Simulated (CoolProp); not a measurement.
Properties of oxygen along the isobar 23900 kPa.

Computed with CoolProp (reference Helmholtz-energy equation of state, Schmidt 1985).

```json
[
 {"T (K)": "72.4", "phase": "liquid", "Z": "1.009", "cv (kJ/(kg K))": "1.043", "conductivity (mW/(m K))": "188", "fugacity coefficient": "0.001103"},
 {"T (K)": "87.5", "phase": "liquid", "Z": "0.8778", "cv (kJ/(kg K))": "0.9813", "conductivity (mW/(m K))": "170", "fugacity coefficient": "0.007533"},
 {"T (K)": "102.6", "phase": "liquid", "Z": "0.7897", "cv (kJ/(kg K))": "0.9287", "conductivity (mW/(m K))": "152", "fugacity coefficient": "0.02725"},
 {"T (K)": "117.7", "phase": "liquid", "Z": "0.7301", "cv (kJ/(kg K))": "0.8857", "conductivity (mW/(m K))": "134", "fugacity coefficient": "0.06730"},
 {"T (K)": "132.8", "phase": "liquid", "Z": "0.6913", "cv (kJ/(kg K))": "0.8506", "conductivity (mW/(m K))": "117", "fugacity coefficient": "0.1299"},
 {"T (K)": "147.9", "phase": "liquid", "Z": "0.6696", "cv (kJ/(kg K))": "0.8222", "conductivity (mW/(m K))": "101", "fugacity coefficient": "0.2120"},
 {"T (K)": "163", "phase": "supercritical", "Z": "0.6637", "cv (kJ/(kg K))": "0.7998", "conductivity (mW/(m K))": "86.3", "fugacity coefficient": "0.3068"},
 {"T (K)": "178.1", "phase": "supercritical", "Z": "0.6740", "cv (kJ/(kg K))": "0.7825", "conductivity (mW/(m K))": "74.0", "fugacity coefficient": "0.4063"},
 {"T (K)": "193.2", "phase": "supercritical", "Z": "0.7005", "cv (kJ/(kg K))": "0.7684", "conductivity (mW/(m K))": "64.1", "fugacity coefficient": "0.5030"},
 {"T (K)": "208.3", "phase": "supercritical", "Z": "0.7402", "cv (kJ/(kg K))": "0.7553", "conductivity (mW/(m K))": "56.6", "fugacity coefficient": "0.5911"},
 {"T (K)": "223.4", "phase": "supercritical", "Z": "0.7862", "cv (kJ/(kg K))": "0.7421", "conductivity (mW/(m K))": "51.1", "fugacity coefficient": "0.6681"},
 {"T (K)": "238.5", "phase": "supercritical", "Z": "0.8315", "cv (kJ/(kg K))": "0.7299", "conductivity (mW/(m K))": "47.2", "fugacity coefficient": "0.7333"}
]
```

Thermal conductivity comes from a separate model (Lemmon 2004).
